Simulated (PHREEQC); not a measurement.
Make-up at 65 °C: 0.048 mol/kgw Zn(NO3)2 and 0.23 mol/kgw Fe(NO3)3. Closed to the air; pH follows from the charge balance.

The numbers come from PHREEQC with the ion-association model, phreeqc.dat.

```tsv
quantity	before	after
pH	1.29	1.91
ionic strength (mol/kgw)	1.40	1.50
Fe+3 (mol/kgw)	0.159	0.213
FeOH+2 (mol/kgw)	0.0608	0.0129
Fe(OH)2+ (mol/kgw)	0.000315	3.60e-5
SI of Goethite (FeOOH)	+4.02	+4.08
```

Question: What was changed between the two runs?
A. temperature from 65 to 5 °C
B. Zn(NO3)2 replaced by Cd(NO3)2 at the same molality
C. Zn(NO3)2 from 0.048 to 0.24 mol/kgw
D. diluted 5-fold with water
E. Zn(NO3)2 left out

Answer: A, temperature from 65 to 5 °C

This is a speciation only: nothing precipitates in the calculation. The ionic strength passes 0.7 mol/kgw, the rough limit of the ion-association models, in every such run. Some of these states are supersaturated (in Hematite (slow to form), Goethite (slow to form), for instance). Constants without temperature data keep their 25 °C values here.
